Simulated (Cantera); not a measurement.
Mixture: 18.8 % CH₄, 17.1 % O₂, 64.2 % N₂, at 101000 Pa, adiabatic and at constant pressure. Ignition delay is the time to a rise of 400 K.

Computed with Cantera and GRI-Mech 3.0 (53 species, 325 reactions).

Problem. Predict: delay at 1023 K; delay at 1123 K; delay at 1223 K; delay at 1323 K; delay at 1423 K; apparent activation energy between 1323 and 1423 K.

Solution. 
- delay at 1023 K = 1.15 s
- delay at 1123 K = 0.222 s
- delay at 1223 K = 51.0 ms
- delay at 1323 K = 13.4 ms
- delay at 1423 K = 3.94 ms
- apparent activation energy between 1323 and 1423 K = 190 kJ/mol
